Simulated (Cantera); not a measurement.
Charge: 1 mol B₂H₆, 18 mol H₂O, at 1.33 mbar.

Method: chemical equilibrium by Gibbs-energy minimisation in Cantera with the NASA 1993 tables (ideal gas, pure condensed phases). Candidate condensed phases: B, B₂O₃, B₃O₃H₃, H₂O; 23 gas species. The feed counts by its element totals alone. Gases not in the tables: H₃BO₃. Kinetics and transport are ignored.

Question: Which condensed phases are stable at each of these points (T (°C)): 652, 752, 852, 952, 1052, 1152, 1252, 1352?

Answer: 
```
T (°C)  condensed phases  B condensed (%)
------  ----------------  ---------------
652              B₂O₃(l)             97.0
752              B₂O₃(l)             97.2
852              B₂O₃(l)             92.5
952              B₂O₃(l)             70.7
1052            gas only              0.0
1152            gas only              0.0
1252            gas only              0.0
1352            gas only              0.0
```

From 652 °C to 952 °C the condensed part is B₂O₃(l). From 1052 °C to 1352 °C nothing is condensed.
